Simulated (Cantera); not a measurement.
Charge: 1 mol Fe(CO)₅, 0.31 mol O₂, 7.8 mol N₂, at 1023 K and 0.133 bar.

These are equilibrium values from Cantera (NASA tables, ideal gas, pure condensed phases), not measurements of a reactor. Candidate condensed phases: C, Fe, Fe(CO)₅, FeO, Fe₂O₃, Fe₃O₄; 27 gas species. Rates play no part.

Base state: N₂ 0.609, CO 0.342, CO₂ 0.0484 (mole fractions); condensed: Fe(α).

**Question.** What changes in the equilibrium state with this change: Fe(CO)₅ replaced by HgO?

**Answer.** 
```
species     before    after
----------  ------  -------
N₂           0.609    0.812
Hg               0    0.104
O₂           <1e-9   0.0843
CO           0.342        0
CO₂         0.0484        0
NO           <1e-9  2.58e-5
Fe(α), mol    1.00        0
```
Further candidate phases: Hg, HgO.

**Question.** What changes in the equilibrium state with this change: O₂ from 0.31 to 1.1 mol?

**Answer.** 
```csv
species,before,after
N₂,0.609,0.609
CO,0.342,0.297
CO₂,0.0484,0.0938
"Fe(α), mol",1.00,0
"FeO(s), mol",0,1.00
```
The tables' stoichiometric FeO is somewhat more stable than real wüstite, so its field is too wide. FeO: taken at fixed stoichiometry.
